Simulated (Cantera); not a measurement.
**Gas-phase reforming**

An isothermal, constant-pressure homogeneous reactor starts with 86.2 % CH4, 13.8 % CO2, at 1550 K and 97.5 Torr.

Cantera simulation using GRI-Mech 3.0 (53 species, 325 reactions); the numbers are that mechanism's predictions, not measurements. GRI-Mech 3.0 stops at C3 and has no aromatics, soot or wall deposition, so with more carbon than oxygen in the feed, carbon stays in small species such as C2H2 where larger ones or solid carbon would form.

```json
[
 {"t (s)": "3.00e-6", "x CH4": "0.862", "x CO2": "0.138", "x H2": "6.22e-7", "x CO": "1.25e-9", "x CH2O": "<1e-12"},
 {"t (s)": "1.26e-5", "x CH4": "0.862", "x CO2": "0.138", "x H2": "2.91e-6", "x CO": "5.83e-9", "x CH2O": "<1e-12"},
 {"t (s)": "5.27e-5", "x CH4": "0.862", "x CO2": "0.138", "x H2": "1.25e-5", "x CO": "2.51e-8", "x CH2O": "3.50e-11"},
 {"t (s)": "0.000221", "x CH4": "0.862", "x CO2": "0.138", "x H2": "5.33e-5", "x CO": "1.09e-7", "x CH2O": "1.99e-9"},
 {"t (s)": "0.000924", "x CH4": "0.862", "x CO2": "0.138", "x H2": "0.000264", "x CO": "6.55e-7", "x CH2O": "1.08e-7"},
 {"t (s)": "0.00387", "x CH4": "0.859", "x CO2": "0.137", "x H2": "0.00208", "x CO": "8.43e-6", "x CH2O": "1.91e-6"},
 {"t (s)": "0.0162", "x CH4": "0.830", "x CO2": "0.136", "x H2": "0.0216", "x CO": "0.000157", "x CH2O": "5.77e-6"},
 {"t (s)": "0.0680", "x CH4": "0.691", "x CO2": "0.124", "x H2": "0.130", "x CO": "0.00205", "x CH2O": "3.77e-6"},
 {"t (s)": "0.285", "x CH4": "0.435", "x CO2": "0.0912", "x H2": "0.327", "x CO": "0.0159", "x CH2O": "1.39e-6"},
 {"t (s)": "1.19", "x CH4": "0.169", "x CO2": "0.0259", "x H2": "0.499", "x CO": "0.0631", "x CH2O": "2.63e-7"},
 {"t (s)": "5.00", "x CH4": "0.0408", "x CO2": "0.00300", "x H2": "0.603", "x CO": "0.0910", "x CH2O": "3.85e-8"}
]
```
x: mole fraction; the columns are a selection and need not sum to one.

Equilibrium at this temperature and pressure: CH4 0.0149, CO2 8.55e-9, H2 0.668, CO 0.140, CH2O 5.28e-9 (gas phase only).
